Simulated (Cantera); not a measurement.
Source: NASA polynomial tables (part measured, part estimated), evaluated in Cantera. Values are per mole of reaction as written; species without (g) are pure solids or liquids, kept so even where they would boil at 1 bar.

2 BCl3(g) + NF3(g) ⇌ BF3(g) + 6 Cl(g) + BN

```csv
T (K),ΔH° (kJ),ΔS° (J/K),ΔG° (kJ),log10 K
300,…,…,…,…
2198,302.9,448.7,-683.4,16.24
2248,…,…,…,…
2298,303.5,449.0,-728.2,16.55
2348,303.9,449.1,-750.7,16.70
2398,304.2,449.3,-773.1,16.84
2448,…,…,…,…
2498,304.7,449.5,-818.1,17.11
```

Task: Some entries are withheld; supply them.

Result: 
- 300, ΔH° (kJ): 278.9
- 300, ΔS° (J/K): 419.3
- 300, ΔG° (kJ): 153.1
- 300, log10 K: -26.66
- 2248, ΔH° (kJ): 303.2
- 2248, ΔS° (J/K): 448.8
- 2248, ΔG° (kJ): -705.8
- 2248, log10 K: 16.40
- 2448, ΔH° (kJ): 304.5
- 2448, ΔS° (J/K): 449.4
- 2448, ΔG° (kJ): -795.6
- 2448, log10 K: 16.98
